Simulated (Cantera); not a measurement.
A freely propagating, adiabatic, planar premixed flame of 8.99 % CH₄, 0.306 % C₂H₆, 19.1 % O₂, 71.6 % N₂, equivalence ratio 1.00, unburnt at 348 K and 0.140 bar; mixture-averaged transport, grid criteria slope 0.08 and curve 0.16, no radiation.

Detailed kinetics in Cantera: GRI-Mech 3.0 (53 species, 325 reactions). Burning velocities carry a grid error of a few per cent, more on coarse grids.

x: mole fraction of selected species; z is measured from the peak of heat release.

```csv
z (mm),T (K),u (m/s),x CH₄,x C₂H₆,x O₂,x C₂H₂,x NO,x OH
-6.52,348,0.750,0.0899,0.00306,0.191,<1e-8,<1e-8,<1e-8
-4.34,348,0.752,0.0897,0.00305,0.190,<1e-8,<1e-8,<1e-8
-3.26,350,0.757,0.0894,0.00305,0.190,1.43e-8,<1e-8,1.63e-8
-2.17,386,0.840,0.0872,0.00301,0.187,5.44e-7,3.51e-8,2.99e-6
-1.09,793,1.76,0.0651,0.00276,0.158,1.80e-5,8.43e-7,5.40e-5
-0.543,(withheld),2.76,(withheld),(withheld),(withheld),(withheld),(withheld),(withheld)
0,1617,3.67,0.00941,0.000109,0.0682,0.000109,4.82e-6,0.00253
0.543,1769,4.02,0.000872,5.62e-7,0.0398,2.39e-5,8.03e-6,0.00613
1.09,1801,4.08,4.32e-5,<1e-8,0.0294,1.01e-6,1.01e-5,0.00804
2.17,1824,4.11,9.55e-8,<1e-8,0.0241,<1e-8,1.18e-5,0.00887
4.34,1852,4.16,<1e-8,<1e-8,0.0220,<1e-8,1.35e-5,0.00907
8.69,1889,4.23,<1e-8,<1e-8,0.0207,<1e-8,1.66e-5,0.00906
17.4,1944,4.34,<1e-8,<1e-8,0.0191,<1e-8,2.26e-5,0.00886
```

Task: Complete the blanks.

Result: 
- -0.543, T (K): 1228
- -0.543, x CH₄: 0.0366
- -0.543, x C₂H₆: 0.00153
- -0.543, x O₂: 0.116
- -0.543, x C₂H₂: 6.03e-5
- -0.543, x NO: 2.24e-6
- -0.543, x OH: 0.000429
